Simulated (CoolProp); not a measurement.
Vapour-liquid equilibrium of isopentane (1) + toluene (2) at 383.5 K; x and y are mole fractions of (1).

Computed with CoolProp (multi-fluid Helmholtz-energy mixture model, Lemmon 2006 and Lemmon 2006; pair parameters Bell 2016).

| x | bubble pressure (MPa) | y at the bubble point | dew pressure at overall composition x (MPa) | liquid density (mol/L) |
|---|---|---|---|---|
| 0.05 | 0.1470 | 0.337 | 0.1056 | 8.413 |
| 0.2 | 0.2884 | 0.699 | 0.1238 | 8.263 |
| 0.35 | 0.4210 | 0.820 | 0.1496 | 8.093 |
| 0.5 | 0.5383 | 0.881 | 0.1888 | 7.904 |
| 0.65 | 0.6430 | 0.920 | 0.2555 | 7.692 |
| 0.8 | 0.7444 | 0.953 | 0.3917 | 7.459 |
| 0.95 | 0.8553 | 0.987 | 0.7353 | 7.204 |

No azeotrope shows between x = 0.05 and 0.95.

Pair parameters are fitted to limited data, so mixtures are less certain than the pure fluids.
